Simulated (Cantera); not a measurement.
Input: 1 mol C₂H₄, 1.5 mol H₂, 16 mol N₂, equilibrated at 42.0 Pa.

Equilibrium computed with Cantera from the NASA thermochemical tables; the gas is ideal and each condensed phase is pure. Candidate condensed phases: C, C₆H₆, C₇H₈, C₈H₁₈; 92 gas species. Rates play no part.

Q: What share of the C ends up in condensed phases as a function of T (K), at 623, 823, 1023, 1223, 1423, 1623, 1823, 2023, 2223, 2423, 2623?

A: 
```json
[
 {"T (K)": "623", "C condensed (%)": "99.3", "as": "C(graphite)"},
 {"T (K)": "823", "C condensed (%)": "100.0", "as": "C(graphite)"},
 {"T (K)": "1023", "C condensed (%)": "100.0", "as": "C(graphite)"},
 {"T (K)": "1223", "C condensed (%)": "100.0", "as": "C(graphite)"},
 {"T (K)": "1423", "C condensed (%)": "99.8", "as": "C(graphite)"},
 {"T (K)": "1623", "C condensed (%)": "99.1", "as": "C(graphite)"},
 {"T (K)": "1823", "C condensed (%)": "97.3", "as": "C(graphite)"},
 {"T (K)": "2023", "C condensed (%)": "93.7", "as": "C(graphite)"},
 {"T (K)": "2223", "C condensed (%)": "88.3", "as": "C(graphite)"},
 {"T (K)": "2423", "C condensed (%)": "81.2", "as": "C(graphite)"},
 {"T (K)": "2623", "C condensed (%)": "43.3", "as": "C(graphite)"}
]
```
